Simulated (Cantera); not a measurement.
A perfectly stirred reactor is fed with 6.42 % H₂, 4.09 % O₂, 89.5 % N₂, equivalence ratio 0.79, at 0.840 bar; it is held at 1025 K, and followed from long to short residence time.

Computed with Cantera and the H2/O2 subset of GRI-Mech 3.0, which has no nitrogen chemistry. The temperature is held fixed by assumption; the heat of reaction is taken as removed at once.

**Question.** Predict: x(H₂) at τ = 0.800 s; x(O₂) at τ = 0.800 s; x(OH) at τ = 0.800 s; x(H₂O) at τ = 0.800 s; x(H) at τ = 0.800 s; x(H₂) at τ = 83.0 ms; x(O₂) at τ = 83.0 ms; x(OH) at τ = 83.0 ms; x(H₂O) at τ = 83.0 ms; x(H) at τ = 83.0 ms.

**Answer.** 
```json
{
 "x(H₂) at τ = 0.800 s": "0.000658",
 "x(O₂) at τ = 0.800 s": "0.00936",
 "x(OH) at τ = 0.800 s": "1.04e-5",
 "x(H₂O) at τ = 0.800 s": "0.0656",
 "x(H) at τ = 0.800 s": "5.43e-6",
 "x(H₂) at τ = 83.0 ms": "0.00185",
 "x(O₂) at τ = 83.0 ms": "0.00995",
 "x(OH) at τ = 83.0 ms": "3.40e-5",
 "x(H₂O) at τ = 83.0 ms": "0.0644",
 "x(H) at τ = 83.0 ms": "4.81e-5"
}
```
